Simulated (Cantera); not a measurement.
Input: 1 mol Fe3O4, 7.9 mol C, 2.2 mol N2, 0.32 mol CH4, held at 1550 K and 10.0 mbar.

These are equilibrium values from Cantera (NASA tables, ideal gas, pure condensed phases), not measurements of a reactor. Candidate condensed phases: C, C6H6, C7H8, C8H18, Fe, Fe(CO)5, FeO, Fe(OH)2, Fe(OH)3, Fe2O3, Fe3O4, H2O; 140 gas species. Iron dissolves carbon and melts from about 1420 K in contact with it, which pure phases cannot show. Condensed phases not in the tables: cementite and carbon dissolved in iron. Equilibrium is a limit: real reactors are often held back by kinetics, nucleation or transport.

Base state: CO 0.585, N2 0.321, H2 0.0934, HCN 0.000258, H 9.62e-5, Fe 4.19e-5 (mole fractions); condensed: C(graphite) + Fe(γ).

Task: What changes in the equilibrium state with this change: CH4 from 0.32 to 0.79 mol?

Result: 
```json
[
 {"species": "CO", "before": "0.585", "after": "0.514"},
 {"species": "N2", "before": "0.321", "after": "0.283"},
 {"species": "H2", "before": "0.0934", "after": "0.203"},
 {"species": "Fe", "before": "4.19e-5", "after": "4.19e-5"},
 {"species": "H", "before": "9.62e-5", "after": "0.000142"},
 {"species": "HCN", "before": "0.000258", "after": "0.000356"},
 {"species": "C(graphite), mol", "before": "4.22", "after": "4.69"},
 {"species": "Fe(γ), mol", "before": "3.00", "after": "3.00"}
]
```

Task: What changes in the equilibrium state with this change: pressure from 10.0 mbar to 9.90 bar?

Result: 
| species | before | after |
|---|---|---|
| CO | 0.585 | 0.583 |
| N2 | 0.321 | 0.322 |
| H2 | 0.0934 | 0.0926 |
| CO2 | 1.48e-6 | 0.00146 |
| Fe | 4.19e-5 | 4.23e-8 |
| H2O | 6.62e-7 | 0.000647 |
| CH4 | 1.77e-7 | 0.000173 |
| C(graphite), mol | 4.22 | 4.23 |
| Fe(γ), mol | 3.00 | 3.00 |
